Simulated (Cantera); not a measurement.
## Equilibrium for silicon oxide and oxynitride deposition: SiCl4 + NO

Input: 1 mol SiCl4, a varied amount of NO, held at 948 K and 0.0100 bar.

Cantera equilibrium calculation (NASA polynomials, part measured and part estimated; ideal gas, pure solids and liquids). Candidate condensed phases: Si, SiO2, Si2N2O, Si3N4; 23 gas species. Rates play no part.

From 0.58 mol NO to 19 mol NO the condensed part is SiO2(β-quartz).

```csv
n(NO) (mol),x Cl2,x N2,x SiCl4,x O2,n SiO2(β-quartz)
0.58,0.366,0.183,0.449,2.28e-12,0.290
0.9,0.473,0.237,0.289,5.90e-12,0.450
1.4,0.582,0.291,0.125,2.07e-11,0.700
2.1,0.644,0.338,1.97e-10,0.0161,1.00
3.3,0.464,0.383,1.09e-11,0.151,1.00
5.1,0.327,0.418,3.22e-12,0.254,1.00
7.8,0.227,0.443,1.19e-12,0.329,1.00
12,0.153,0.461,<1e-12,0.384,1.00
19,0.0997,0.475,<1e-12,0.425,1.00
```
x: gas mole fraction; n: condensed amount in mol.
